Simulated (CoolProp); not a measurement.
Properties of octamethylcyclotetrasiloxane (D4) at several states (Tc = 586.5 K, pc = 1.347 MPa, ω = 0.598).

The numbers come from the reference Helmholtz-energy equation of state, Thol 2015 in CoolProp.

```json
[
 {"T (K)": "531.2", "p (MPa)": "5.55", "phase": "liquid", "Z": "0.5422", "cp (kJ/(kg K))": "2.145", "cv (kJ/(kg K))": "…", "speed of sound (m/s)": "…"},
 {"T (K)": "618.9", "p (MPa)": "0.0284", "phase": "gas", "Z": "0.9940", "cp (kJ/(kg K))": "2.038", "cv (kJ/(kg K))": "2.009", "speed of sound (m/s)": "131.9"},
 {"T (K)": "597.3", "p (MPa)": "5.09", "phase": "supercritical", "Z": "…", "cp (kJ/(kg K))": "2.293", "cv (kJ/(kg K))": "…", "speed of sound (m/s)": "249.9"}
]
```

Q: Some entries are withheld; supply them.

A: 
- 531.2, cv (kJ/(kg K)): 1.893
- 531.2, speed of sound (m/s): 375.6
- 597.3, Z: 0.5212
- 597.3, cv (kJ/(kg K)): 2.020
